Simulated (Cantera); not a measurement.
## Carbothermic reduction: CuO + CO + H₂

A closed system holds: 1 mol CuO, 7.3 mol CO, 0.14 mol H₂, held at 26.0 Pa.

Method: chemical equilibrium by Gibbs-energy minimisation in Cantera with the NASA 1993 tables (ideal gas, pure condensed phases). Candidate condensed phases: C, C₆H₆, C₇H₈, C₈H₁₈, Cu, CuO, Cu(OH)₂, Cu₂O, H₂O; 113 gas species. Rates play no part.

From 1825 K to 2475 K nothing is condensed. The main Cu-bearing gas is Cu throughout.

| T (K) | x CO | x Cu | x CO₂ | x O | x H |
|---|---|---|---|---|---|
| 1825 | 0.751 | 0.118 | 0.113 | 2.35e-5 | 0.00267 |
| 1875 | 0.751 | 0.118 | 0.112 | 6.00e-5 | 0.00386 |
| 1925 | 0.750 | 0.118 | 0.112 | 0.000146 | 0.00541 |
| 1975 | 0.749 | 0.118 | 0.112 | 0.000339 | 0.00737 |
| 2025 | 0.748 | 0.118 | 0.111 | 0.000751 | 0.00973 |
| 2075 | 0.747 | 0.117 | 0.110 | 0.00159 | 0.0124 |
| 2125 | 0.747 | 0.117 | 0.107 | 0.00321 | 0.0154 |
| 2175 | 0.747 | 0.116 | 0.102 | 0.00613 | 0.0183 |
| 2225 | 0.748 | 0.115 | 0.0943 | 0.0110 | 0.0211 |
| 2275 | 0.751 | 0.114 | 0.0833 | 0.0182 | 0.0234 |
| 2325 | 0.754 | 0.113 | 0.0699 | 0.0278 | 0.0252 |
| 2375 | 0.757 | 0.111 | 0.0556 | 0.0393 | 0.0265 |
| 2425 | 0.759 | 0.110 | 0.0421 | 0.0516 | 0.0274 |
| 2475 | 0.761 | 0.108 | 0.0305 | 0.0636 | 0.0280 |
x: gas mole fraction; nothing condenses.
